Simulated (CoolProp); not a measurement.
A simple Rankine cycle with n-perfluorobutane: condensing at 304.15 K, boiler at 1.74 MPa, turbine inlet 387.3 K, turbine efficiency 0.8, pump efficiency 0.8, no recuperator. Each further row changes one setting.

Model: reference Helmholtz-energy equation of state, Gao 2022, in CoolProp.

```
case                             thermal efficiency (%)  net work (kJ/kg)  heat in (kJ/kg)  turbine exit temperature (K)  volume ratio over the turbine
-------------------------------  ----------------------  ----------------  ---------------  ----------------------------  -----------------------------
as stated                                           9.0              13.4              148                         356.9                           6.91
turbine inlet 407.3 K                               8.7              14.8              170                         378.8                           6.32
condensing temperature 296.15 K                    10.0              15.7              157                         353.7                           8.94
boiler pressure 1.22 MPa                            7.5              11.6              155                         366.3                           4.23
turbine efficiency 0.7                              7.8              11.5              148                         358.8                           6.96
```
